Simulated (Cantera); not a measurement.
**Premixed flame**

A freely propagating, adiabatic, planar premixed flame of CH4 : H2 : O2 : N2 : H2O : CO2 = 1 : 0.063 : 1.35 : 5.09 : 1.1 : 0.038 (molar parts), equivalence ratio 1.5, unburnt at 575 K and 143 Torr; mixture-averaged transport, grid criteria slope 0.08 and curve 0.16, no radiation.

Detailed kinetics in Cantera: GRI-Mech 3.0 (53 species, 325 reactions). Burning velocities carry a grid error of a few per cent, more on coarse grids.

| z (mm) | T (K) | u (m/s) | x CH4 | x H2 | x O2 | x NO | x OH | x C2H |
|---|---|---|---|---|---|---|---|---|
| -10.7 | 576 | 0.485 | 0.115 | 0.0126 | 0.155 | <1e-8 | <1e-8 | <1e-8 |
| -7.16 | 582 | 0.493 | 0.114 | 0.0190 | 0.154 | <1e-8 | <1e-8 | <1e-8 |
| -5.37 | 601 | 0.513 | 0.111 | 0.0263 | 0.152 | 2.92e-8 | <1e-8 | <1e-8 |
| -3.58 | 695 | 0.602 | 0.103 | 0.0389 | 0.144 | 2.12e-7 | 1.77e-7 | <1e-8 |
| -1.79 | 1060 | 0.938 | 0.0715 | 0.0573 | 0.109 | 1.47e-6 | 5.96e-6 | <1e-8 |
| -0.895 | 1373 | 1.23 | 0.0415 | 0.0671 | 0.0717 | 3.02e-6 | 6.51e-5 | <1e-8 |
| 0 | 1658 | 1.51 | 0.0135 | 0.0743 | 0.0312 | 5.64e-6 | 0.000397 | 2.45e-7 |
| 0.895 | 1800 | 1.64 | 0.00271 | 0.0771 | 0.00915 | 9.80e-6 | 0.000877 | 6.95e-7 |
| 1.79 | 1846 | 1.68 | 0.000594 | 0.0788 | 0.00238 | 1.46e-5 | 0.00105 | 5.09e-7 |
| 3.58 | 1868 | 1.70 | 6.10e-5 | 0.0817 | 0.000212 | 2.23e-5 | 0.00101 | 1.47e-7 |
| 7.16 | 1875 | 1.70 | 4.47e-6 | 0.0836 | 4.41e-5 | 3.12e-5 | 0.000909 | 1.69e-8 |
| 14.3 | 1880 | 1.70 | 1.55e-7 | 0.0841 | 3.21e-5 | 3.94e-5 | 0.000798 | <1e-8 |
| 28.6 | 1886 | 1.71 | <1e-8 | 0.0842 | 2.11e-5 | 4.43e-5 | 0.000652 | <1e-8 |
x: mole fraction of selected species; z is measured from the peak of heat release.

| Quantity | Result |
|---|---|
| laminar burning velocity | 48.2 cm/s |
| thermal thickness | 3.58 mm |
| peak x(OH) | 0.00106 |
| peak x(C2H) | 6.99e-7 |
| grid points | 133 |
